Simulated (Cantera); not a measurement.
A Cantera script and what it prints.

```python
import numpy as np
import cantera as ct

gas_names = [...]  # 47 gases of nasa_gas.yaml made of Cl, H, N, O, Si
cond_names = """
    H2O(s) H2O(L) NH4CL(a) NH4CL(b) Si(cr) Si(L) SiO2(Lqz) SiO2(hqz) SiO2(L) Si2N2O(s) Si3N4(a)
""".split()


# ... load() reads the species with a 1 bar reference pressure and builds the phases ...
atoms = {
    'SiCl4': {'Si': 1, 'CL': 4},
    'NO': {'N': 1, 'O': 1},
    'H2': {'H': 2},
}
top_T = {'Si2N2O(s)': 2100, 'Si3N4(a)': 2400}  # K; cautious upper limits of use, not melting points


# ... equilibrate(T, P, feed) seeds the gas with the atoms and calls Mixture.equilibrate('TP', solver="vcs", rtol=1e-11, max_steps=5000) ...
results = []
feed = {'SiCl4': 1, 'NO': 3.9, 'H2': 0.23}  # mol
P = 5300  # Pa
for T in [600, 750, 900, 1050, 1200, 1350, 1500, 1650, 1800, 1950]:
    mix = equilibrate(T, P, feed)
    results.append((T, P, feed, dict(zip(mix.species_names, mix.species_moles))))
    x = sorted(zip(gas.X, gas.species_names), reverse=True)
    print(f"T = {T:g} K  P = {P:g} Pa  gas = {mix.phase_moles(0):.4g} mol")
    print("   x: " + "  ".join(f"{s} {v:.3e}" for v, s in x if v > 0.001))
    print("   condensed (mol): " + ("  ".join(f"{mix.phase(i).name} {mix.phase_moles(i):.4g}"
          for i in range(1, mix.n_phases) if mix.phase_moles(i) > 1e-12) or "none"))
```

It prints:

```
T = 600 K  P = 5300 Pa  gas = 5.075 mol
   x: N2 3.842e-01  CL2 3.705e-01  O2 1.763e-01  HCL 4.727e-02  H2O 2.169e-02
   condensed (mol): SiO2(Lqz) 1
T = 750 K  P = 5300 Pa  gas = 5.115 mol
   x: N2 3.813e-01  CL2 3.521e-01  O2 1.827e-01  HCL 7.783e-02  H2O 6.055e-03
   condensed (mol): SiO2(Lqz) 1
T = 900 K  P = 5300 Pa  gas = 5.126 mol
   x: N2 3.804e-01  CL2 3.468e-01  O2 1.845e-01  HCL 8.655e-02  H2O 1.590e-03
   condensed (mol): SiO2(hqz) 1
T = 1050 K  P = 5300 Pa  gas = 5.134 mol
   x: N2 3.798e-01  CL2 3.443e-01  O2 1.848e-01  HCL 8.851e-02  CL 2.019e-03
   condensed (mol): SiO2(hqz) 1
T = 1200 K  P = 5300 Pa  gas = 5.16 mol
   x: N2 3.778e-01  CL2 3.373e-01  O2 1.839e-01  HCL 8.867e-02  CL 1.192e-02
   condensed (mol): SiO2(hqz) 1
T = 1350 K  P = 5300 Pa  gas = 5.251 mol
   x: N2 3.712e-01  CL2 3.139e-01  O2 1.806e-01  HCL 8.734e-02  CL 4.640e-02
   condensed (mol): SiO2(hqz) 1
T = 1500 K  P = 5300 Pa  gas = 5.483 mol
   x: N2 3.552e-01  CL2 2.582e-01  O2 1.727e-01  CL 1.290e-01  HCL 8.372e-02
   condensed (mol): SiO2(hqz) 1
T = 1650 K  P = 5300 Pa  gas = 5.902 mol
   x: N2 3.297e-01  CL 2.616e-01  CL2 1.689e-01  O2 1.600e-01  HCL 7.779e-02  NO 1.346e-03
   condensed (mol): SiO2(hqz) 1
T = 1800 K  P = 5300 Pa  gas = 6.38 mol
   x: CL 3.916e-01  N2 3.046e-01  O2 1.474e-01  CL2 8.143e-02  HCL 7.191e-02  NO 2.165e-03
   condensed (mol): SiO2(L) 1
T = 1950 K  P = 5300 Pa  gas = 6.692 mol
   x: CL 4.661e-01  N2 2.898e-01  O2 1.395e-01  HCL 6.836e-02  CL2 3.131e-02  NO 3.288e-03
   condensed (mol): SiO2(L) 1
```

Cantera equilibrium calculation (NASA polynomials, part measured and part estimated; ideal gas, pure solids and liquids). The tables hold silica as quartz up to 1696 K and as liquid above; real silica turns to tridymite and cristobalite and melts near 1996 K.
